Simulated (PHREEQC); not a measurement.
A PHREEQC input (ion-association model, wateq4f.dat):

```
SOLUTION 1
  temp 15
  units mg/L
  pH 6.57
  pe 8.4
  Na 86.7
  K 31.8
  Ca 450
  Mg 80.6
  Cl 229
  S(6) 709 as SO4
  Alkalinity 739 as HCO3
  Br 3.06
END
USE solution 1
EQUILIBRIUM-PHASES 1
  Gypsum 0 0
  CO2(g) -2 10
END
```

The run finishes with these warnings:
```
WARNING: Unknown input, no keyword has been specified.
WARNING: 	  Gypsum 0 0
WARNING: 	  CO2(g) -2 10
```

Its last state differs from that of the intended input:

```
quantity                   as run  intended
------------------------  -------  --------
pH                           6.57      7.73
ionic strength (mol/kgw)   0.0444    0.0441
CO2 (mol/kgw)             0.00668  0.000452
CaCO3 (mol/kgw)           8.16e-6  0.000114
CO3-2 (mol/kgw)           2.69e-6   3.77e-5
MgCO3 (mol/kgw)           1.40e-6   1.96e-5
SI of Magnesite (MgCO3)     -0.89     +0.26
```

The fault: the keyword misspelt. The line should read `EQUILIBRIUM_PHASES 1` where the input has `EQUILIBRIUM-PHASES 1`.
